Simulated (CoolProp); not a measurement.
Vapour-liquid equilibrium of CH2F2 (R32) (1) + R152A (2) at -19.55 °C; x and y are mole fractions of (1).

Values from CoolProp's multi-fluid Helmholtz-energy mixture model, Tillner-Roth 1997 and Outcalt 1996; pair parameters Bell 2016.

**Question.** Give the bubble pressure and the first vapour's composition at x = 0.45, 0.65, 0.95. Is there an azeotrope?

**Answer.** x = 0.45: 0.2535 MPa, y = 0.715; x = 0.65: 0.3106 MPa, y = 0.846; x = 0.95: 0.3978 MPa, y = 0.982. No azeotrope shows between x = 0.05 and 0.95.

Pair parameters are fitted to limited data, so mixtures are less certain than the pure fluids.
